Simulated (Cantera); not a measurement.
A closed system holds: 1 mol SiH2Cl2, 0.25 mol NH3, a varied amount of N2, equilibrated at 1850 K and 1.00 bar.

These are equilibrium values from Cantera (NASA tables, ideal gas, pure condensed phases), not measurements of a reactor. Candidate condensed phases: NH4Cl, Si, Si3N4; 28 gas species. The tables' values for SiCl3, SiCl are old estimates; treat these amounts as uncertain. Rates play no part.

Task: At 15 mol N2, list the 4 most abundant gas species with their mole fractions, and the condensed phases.

Result: N2 0.863, HCl 0.0656, H2 0.0476, SiCl2 0.0208. Condensed: Si3N4(s).
